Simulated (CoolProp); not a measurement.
Nitrogen along the isotherm 71.3 K: Z from the reference equation and from simpler models built on Tc = 126.2 K, pc = 33.96 bar, ω = 0.037; each cubic takes its own stable root.

Values from CoolProp's reference Helmholtz-energy equation of state, Span 2000.

```
p (bar)   phase  reference  van der Waals  Redlich-Kwong  Soave-Redlich-Kwong  Peng-Robinson
-------  ------  ---------  -------------  -------------  -------------------  -------------
0.0537      gas     0.9972         0.9983         0.9974               0.9975         0.9974
0.0955      gas     0.9951         0.9969         0.9954               0.9956         0.9954
0.17        gas     0.9912         0.9945         0.9918               0.9921         0.9918
0.302       gas     0.9842         0.9901         0.9853               0.9859         0.9854
0.537    liquid   0.003047         0.9823       0.003003             0.003033       0.002688
0.955    liquid   0.005417         0.9681       0.005340             0.005393       0.004781
1.7      liquid   0.009642              ?              ?             0.009597       0.008508
3.02     liquid    0.01712        0.02494        0.01688              0.01704        0.01511
5.37     liquid    0.03043        0.04428              ?              0.03028        0.02685
9.55     liquid    0.05405        0.07855              ?              0.05378        0.04769
17       liquid    0.09604         0.1392        0.09463              0.09550        0.08473
```

**Question.** Fill in the missing entries.

**Answer.** 
- 1.7, van der Waals: 0.9416
- 1.7, Redlich-Kwong: 0.009504
- 5.37, Redlich-Kwong: 0.02999
- 9.55, Redlich-Kwong: 0.05327

At some of these states van der Waals gives the other phase, because its saturation line lies elsewhere.
